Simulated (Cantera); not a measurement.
Adiabatic ignition

An adiabatic, constant-pressure homogeneous reactor starts with 17.6 % H2, 16.3 % O2, 61.2 % N2, 4.92 % H2O, equivalence ratio 0.54, at 1350 K and 5.00 bar.

Cantera simulation using the H2/O2 subset of GRI-Mech 3.0, which has no nitrogen chemistry; the numbers are that mechanism's predictions, not measurements. The hydrogen kinetics of GRI-Mech 3.0 are dated; newer H2 mechanisms differ, most at raised pressure.

| t (s) | T (K) | x H2 | x O2 | x H2O | x OH | x H | x H2O2 |
|---|---|---|---|---|---|---|---|
| 2.00e-6 | 1350 | 0.176 | 0.163 | 0.0492 | 4.15e-7 | 2.28e-6 | 1.79e-8 |
| 6.32e-6 | 1630 | 0.0867 | 0.119 | 0.125 | 0.00949 | 0.0264 | 6.98e-6 |
| 2.00e-5 | 2466 | 0.00323 | 0.0788 | 0.235 | 0.0134 | 0.000920 | 9.57e-7 |
| 6.32e-5 | 2489 | 0.00215 | 0.0792 | 0.237 | 0.0113 | 0.000501 | 1.03e-6 |
| 0.000200 | 2489 | 0.00215 | 0.0792 | 0.237 | 0.0113 | 0.000501 | 1.03e-6 |
| 0.000632 | 2489 | 0.00215 | 0.0792 | 0.237 | 0.0113 | 0.000501 | 1.03e-6 |
| 0.00200 | 2489 | 0.00215 | 0.0792 | 0.237 | 0.0113 | 0.000501 | 1.03e-6 |
| 0.00632 | 2489 | 0.00215 | 0.0792 | 0.237 | 0.0113 | 0.000501 | 1.03e-6 |
| 0.0200 | 2489 | 0.00215 | 0.0792 | 0.237 | 0.0113 | 0.000501 | 1.03e-6 |
| 0.0632 | 2489 | 0.00215 | 0.0792 | 0.237 | 0.0113 | 0.000501 | 1.03e-6 |
| 0.200 | 2489 | 0.00215 | 0.0792 | 0.237 | 0.0113 | 0.000501 | 1.03e-6 |
| 0.632 | 2489 | 0.00215 | 0.0792 | 0.237 | 0.0113 | 0.000501 | 1.03e-6 |
| 2.00 | 2489 | 0.00215 | 0.0792 | 0.237 | 0.0113 | 0.000501 | 1.03e-6 |
x: mole fraction; the columns are a selection and need not sum to one.

```json
{
  "time_of_steepest_temperature_rise": "6.45 µs",
  "temperature at 2.00 s": "2489 K",
  "equilibrium_temperature": "2489 K",
  "x(H2) at 2.00 s": "0.00215 (gas-phase equilibrium 0.00215)",
  "x(O2) at 2.00 s": "0.0792 (gas-phase equilibrium 0.0792)",
  "x(H2O) at 2.00 s": "0.237 (gas-phase equilibrium 0.237)"
}
```
